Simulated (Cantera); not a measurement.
Input (Python, Cantera):

```python
import numpy as np
import cantera as ct

gas = ct.Solution("SiF4_NH3_mec.yaml", "gas")
gas.TPX = 2175, 3700, {'NH3': 1, 'H2': 6.8}
reactor = ct.IdealGasConstPressureReactor(gas, energy="off", clone=False)
net = ct.ReactorNet([reactor])
net.rtol, net.atol = 1e-08, 1e-18
show = ['NH3', 'H2', 'H', 'N', 'NH']
times = np.geomspace(3e-06, 200, 9)

steps = ct.SolutionArray(gas, extra=["t"])
rows = []
print(f"{'t/s':>10s}{'T/K':>9s}{'P/Pa':>11s}" + "".join(f"{s:>11s}" for s in show))
for t in times:
    while net.time < t:
        t_next = net.step()
        steps.append(gas.state, t=t_next)
    rows.append([np.interp(t, steps.t, y) for y in (steps.T, steps.P, *steps(*show).X.T)])
    print(f"{t:10.3e}{rows[-1][0]:9.1f}{rows[-1][1]:11.4g}" + "".join(f"{x:11.3e}" for x in rows[-1][2:]))
rate = np.gradient(steps.T, steps.t)
print("integrator steps:", len(steps.t))
if steps.T.max() > steps.T[0] + 200:
    print(f"time of steepest temperature rise: {steps.t[rate.argmax()]:.4e} s")
gas.TPX = 2175, 3700, {'NH3': 1, 'H2': 6.8}
gas.equilibrate("TP")
print(f"equilibrium (TP): T = {gas.T:.1f} K  " + "  ".join(f"{s} {gas[s].X[0]:.3e}" for s in show))
```

Output:

```
       t/s      T/K       P/Pa        NH3         H2          H          N         NH
 3.000e-06   2175.0       3700  1.282e-01  8.718e-01  1.127e-06  5.879e-17  4.706e-12
 2.852e-05   2175.0       3700  1.282e-01  8.718e-01  1.196e-05  8.741e-13  1.463e-09
 2.711e-04   2175.0       3700  1.281e-01  8.717e-01  1.152e-04  1.380e-09  1.720e-07
 2.577e-03   2175.0       3700  1.275e-01  8.710e-01  1.011e-03  9.497e-07  1.326e-05
 2.449e-02   2175.0       3700  1.123e-01  8.786e-01  1.698e-03  3.779e-06  3.197e-05
 2.328e-01   2175.0       3700  3.294e-02  9.220e-01  2.708e-03  4.051e-06  2.211e-05
 2.213e+00   2175.0       3700  2.790e-06  9.195e-01  2.441e-02  2.623e-07  1.560e-07
 2.104e+01   2175.0       3700  1.798e-07  9.194e-01  2.450e-02  1.710e-08  1.013e-08
 2.000e+02   2175.0       3700  1.188e-07  9.194e-01  2.450e-02  1.130e-08  6.695e-09
integrator steps: 1694
equilibrium (TP): T = 2175.0 K  NH3 1.188e-07  H2 9.194e-01  H 2.450e-02  N 1.130e-08  NH 6.695e-09
```

Detailed kinetics in Cantera: the gas-phase N/H chemistry of the illustrative SiF4/NH3 mechanism in the Surface Chemkin manual (1991). Walls and surfaces, which speed up NH3 decomposition in real reactors, are not modelled.
